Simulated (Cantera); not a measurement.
Charge: 1 mol V₂O₅, 1.2 mol H₂, 2.6 mol N₂, equilibrated at 133 Pa.

Equilibrium computed with Cantera from the NASA thermochemical tables; the gas is ideal and each condensed phase is pure. Candidate condensed phases: H₂O, V, VN, VO, V₂O₃, V₂O₄, V₂O₅; 28 gas species. Mutual solubility and eutectic melting of coexisting phases are not modelled. Condensed phases not in the tables: the oxides between V₂O₃ and V₂O₅ other than VO₂. Equilibrium is a limit: real reactors are often held back by kinetics, nucleation or transport.

### Question
What share of the V ends up in condensed phases as a function of T (K), at 1700, 1725, 1750, 1775, 1800, 1825, 1850, 1875, 1900, 1925, 1950, 1975, 2000?

### Answer
| T (K) | V condensed (%) | as |
|---|---|---|
| 1700 | 99.1 | V₂O₃(s) + V₂O₄(s) |
| 1725 | 98.6 | V₂O₃(s) + V₂O₄(s) |
| 1750 | 97.8 | V₂O₃(s) + V₂O₄(s) |
| 1775 | 96.5 | V₂O₃(s) + V₂O₄(s) |
| 1800 | 94.7 | V₂O₃(s) + V₂O₄(s) |
| 1825 | 92.0 | V₂O₃(s) + V₂O₄(l) |
| 1850 | 88.4 | V₂O₃(s) + V₂O₄(l) |
| 1875 | 83.4 | V₂O₃(s) + V₂O₄(l) |
| 1900 | 76.2 | V₂O₃(s) + V₂O₄(l) |
| 1925 | 67.2 | V₂O₃(s) |
| 1950 | 58.2 | V₂O₃(s) |
| 1975 | 47.9 | V₂O₃(s) |
| 2000 | 36.9 | V₂O₃(s) |
